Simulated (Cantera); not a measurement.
A perfectly stirred reactor is fed with NO : N2 = 1 : 1.6 (molar parts), at 76000 Pa; it is held at 1400 K, and followed from long to short residence time.

Computed with Cantera and GRI-Mech 3.0 (53 species, 325 reactions).

**Question.** What does this change do: temperature 1400 to 2150 K?

**Answer.** 
```json
[
 {"quantity": "x(NO) at τ = 26.0 s", "before": "0.372", "after": "0.0161"},
 {"quantity": "x(O2) at τ = 26.0 s", "before": "0.00606", "after": "0.184"},
 {"quantity": "x(NO2) at τ = 26.0 s", "before": "0.000444", "after": "1.79e-5"},
 {"quantity": "x(N2O) at τ = 26.0 s", "before": "4.17e-5", "after": "5.84e-7"},
 {"quantity": "x(O) at τ = 26.0 s", "before": "9.68e-8", "after": "0.000967"},
 {"quantity": "x(NO) at τ = 0.150 s", "before": "0.385", "after": "0.245"},
 {"quantity": "x(O2) at τ = 0.150 s", "before": "3.25e-6", "after": "0.0692"},
 {"quantity": "x(NO2) at τ = 0.150 s", "before": "5.04e-5", "after": "0.000171"},
 {"quantity": "x(N2O) at τ = 0.150 s", "before": "2.09e-5", "after": "2.82e-5"},
 {"quantity": "x(O) at τ = 0.150 s", "before": "1.58e-8", "after": "0.000621"}
]
```

**Question.** What does this change do: temperature 1400 to 2000 K?

**Answer.** 
| quantity | before | after |
|---|---|---|
| x(NO) at τ = 26.0 s | 0.372 | 0.0309 |
| x(O2) at τ = 26.0 s | 0.00606 | 0.177 |
| x(NO2) at τ = 26.0 s | 0.000444 | 4.26e-5 |
| x(N2O) at τ = 26.0 s | 4.17e-5 | 7.31e-7 |
| x(O) at τ = 26.0 s | 9.68e-8 | 0.000325 |
| x(NO) at τ = 0.150 s | 0.385 | 0.339 |
| x(O2) at τ = 0.150 s | 3.25e-6 | 0.0223 |
| x(NO2) at τ = 0.150 s | 5.04e-5 | 0.000183 |
| x(N2O) at τ = 0.150 s | 2.09e-5 | 5.25e-5 |
| x(O) at τ = 0.150 s | 1.58e-8 | 0.000133 |
